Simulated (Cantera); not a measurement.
**Catalytic stagnation flow on Pt**

A jet of 2.29 % CH₄, 7.22 % O₂, 90.5 % N₂, equivalence ratio 0.63 at 300 K and 41000 Pa hits a platinum plate 2.2 cm away at a mass flux of 0.035 kg/m²/s; the plate temperature is set and raised in steps from an oxygen-covered start.

Model: Deutschmann's 1995 Pt surface mechanism with GRI-Mech 3.0 gas chemistry, integrated in Cantera. Catalytic surfaces can have several steady states; this one follows from the mechanism file's or the stated starting coverage.

```json
[
 {"plate T (K)": "950", "wall x CH₄": "0.00593", "wall x O₂": "0.0362", "wall x H₂O": "0.0316", "wall x OH": "5.04e-8", "wall x CO": "2.94e-6", "wall x CO₂": "0.0207", "θ free Pt": "0.242", "θ O*": "0.755", "θ OH*": "0.00264"},
 {"plate T (K)": "1000", "wall x CH₄": "0.00381", "wall x O₂": "0.0318", "wall x H₂O": "0.0354", "wall x OH": "1.30e-7", "wall x CO": "2.57e-6", "wall x CO₂": "0.0232", "θ free Pt": "0.314", "θ O*": "0.684", "θ OH*": "0.00252"},
 {"plate T (K)": "1050", "wall x CH₄": "0.00262", "wall x O₂": "0.0293", "wall x H₂O": "0.0375", "wall x OH": "3.00e-7", "wall x CO": "2.35e-6", "wall x CO₂": "0.0246", "θ free Pt": "0.384", "θ O*": "0.614", "θ OH*": "0.00230"},
 {"plate T (K)": "1100", "wall x CH₄": "0.00192", "wall x O₂": "0.0279", "wall x H₂O": "0.0387", "wall x OH": "6.39e-7", "wall x CO": "2.27e-6", "wall x CO₂": "0.0254", "θ free Pt": "0.452", "θ O*": "0.546", "θ OH*": "0.00205"},
 {"plate T (K)": "1150", "wall x CH₄": "0.00148", "wall x O₂": "0.0270", "wall x H₂O": "0.0394", "wall x OH": "1.26e-6", "wall x CO": "2.28e-6", "wall x CO₂": "0.0259", "θ free Pt": "0.517", "θ O*": "0.481", "θ OH*": "0.00180"},
 {"plate T (K)": "1200", "wall x CH₄": "0.00119", "wall x O₂": "0.0266", "wall x H₂O": "0.0398", "wall x OH": "2.34e-6", "wall x CO": "2.40e-6", "wall x CO₂": "0.0261", "θ free Pt": "0.578", "θ O*": "0.421", "θ OH*": "0.00157"},
 {"plate T (K)": "1250", "wall x CH₄": "0.000966", "wall x O₂": "0.0264", "wall x H₂O": "0.0400", "wall x OH": "4.10e-6", "wall x CO": "2.70e-6", "wall x CO₂": "0.0261", "θ free Pt": "0.634", "θ O*": "0.365", "θ OH*": "0.00137"},
 {"plate T (K)": "1300", "wall x CH₄": "0.000696", "wall x O₂": "0.0262", "wall x H₂O": "0.0403", "wall x OH": "6.88e-6", "wall x CO": "3.79e-6", "wall x CO₂": "0.0261", "θ free Pt": "0.685", "θ O*": "0.313", "θ OH*": "0.00118"}
]
```
x: mole fraction at the wall; θ: surface coverage.
